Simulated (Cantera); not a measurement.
A Cantera script and its output.

```python
import numpy as np
import cantera as ct

gas = ct.Solution("gri30.yaml")
gas.TPX = 1400, 100000, {'CO': 0.024, 'O2': 0.01, 'H2O': 0.00011, 'N2': 1}
reactor = ct.IdealGasConstPressureReactor(gas, energy="off", clone=False)
net = ct.ReactorNet([reactor])
net.rtol, net.atol = 1e-08, 1e-18
show = ['CO', 'O2', 'H2O', 'CO2', 'O', 'HO2']
times = np.geomspace(2e-05, 200, 13)

steps = ct.SolutionArray(gas, extra=["t"])
rows = []
print(f"{'t/s':>10s}{'T/K':>9s}{'P/Pa':>11s}" + "".join(f"{s:>11s}" for s in show))
for t in times:
    while net.time < t:
        t_next = net.step()
        steps.append(gas.state, t=t_next)
    rows.append([np.interp(t, steps.t, y) for y in (steps.T, steps.P, *steps(*show).X.T)])
    print(f"{t:10.3e}{rows[-1][0]:9.1f}{rows[-1][1]:11.4g}" + "".join(f"{x:11.3e}" for x in rows[-1][2:]))
rate = np.gradient(steps.T, steps.t)
print("integrator steps:", len(steps.t))
if steps.T.max() > steps.T[0] + 200:
    print(f"time of steepest temperature rise: {steps.t[rate.argmax()]:.4e} s")
gas.TPX = 1400, 100000, {'CO': 0.024, 'O2': 0.01, 'H2O': 0.00011, 'N2': 1}
gas.equilibrate("TP")
print(f"equilibrium (TP): T = {gas.T:.1f} K  " + "  ".join(f"{s} {gas[s].X[0]:.3e}" for s in show))
```

Output:

```
       t/s      T/K       P/Pa         CO         O2        H2O        CO2          O        HO2
 2.000e-05   1400.0      1e+05  2.321e-02  9.670e-03  1.064e-04  3.341e-09  3.318e-09  6.132e-13
 7.662e-05   1400.0      1e+05  2.321e-02  9.670e-03  1.064e-04  1.295e-08  1.261e-08  3.253e-12
 2.936e-04   1400.0      1e+05  2.321e-02  9.670e-03  1.064e-04  5.306e-08  4.791e-08  6.693e-11
 1.125e-03   1400.0      1e+05  2.321e-02  9.670e-03  1.064e-04  3.271e-07  2.360e-07  1.722e-09
 4.309e-03   1400.0      1e+05  2.318e-02  9.650e-03  1.057e-04  2.527e-05  1.498e-05  1.417e-07
 1.651e-02   1400.0      1e+05  1.292e-02  3.926e-03  1.940e-05  1.040e-02  1.242e-03  4.166e-07
 6.325e-02   1400.0      1e+05  5.168e-03  5.803e-04  6.140e-05  1.825e-02  1.257e-04  1.139e-07
 2.423e-01   1400.0      1e+05  3.976e-03  3.326e-05  8.994e-05  1.946e-02  5.424e-06  7.376e-09
 9.283e-01   1400.0      1e+05  3.909e-03  4.656e-07  9.746e-05  1.953e-02  3.873e-08  4.656e-11
 3.557e+00   1400.0      1e+05  3.908e-03  1.634e-08  9.820e-05  1.953e-02  9.690e-10  3.694e-13
 1.363e+01   1400.0      1e+05  3.908e-03  1.696e-09  9.828e-05  1.953e-02  2.970e-10  2.118e-14
 5.220e+01   1400.0      1e+05  3.906e-03  1.027e-09  9.829e-05  1.953e-02  2.004e-10  1.100e-14
 2.000e+02   1400.0      1e+05  3.903e-03  4.212e-10  9.832e-05  1.953e-02  8.228e-11  3.186e-15
integrator steps: 2051
equilibrium (TP): T = 1400.0 K  CO 3.897e-03  O2 2.449e-11  H2O 9.836e-05  CO2 1.954e-02  O 4.714e-12  HO2 1.006e-16
```

Computed with Cantera and GRI-Mech 3.0 (53 species, 325 reactions).
